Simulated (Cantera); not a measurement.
An isothermal, constant-pressure homogeneous reactor starts with 29.1 % H2, 70.9 % O2, at 950 K and 2670 Pa.

Model: GRI-Mech 3.0 (53 species, 325 reactions), integrated in Cantera. Radical loss at walls, strong at low pressure, is not modelled. The temperature is held fixed by assumption; the heat of reaction is taken as removed at once.

One state of this run: x H2 = 0.00447; x O2 = 0.658; x OH = 0.00128; x O = 0.00205; x H2O = 0.333. x: mole fraction; the columns are a selection and need not sum to one.

Which value of t (s) does it belong to?
A) 0.000632
B) 20.0
C) 0.00632
D) 0.632

C, 0.00632
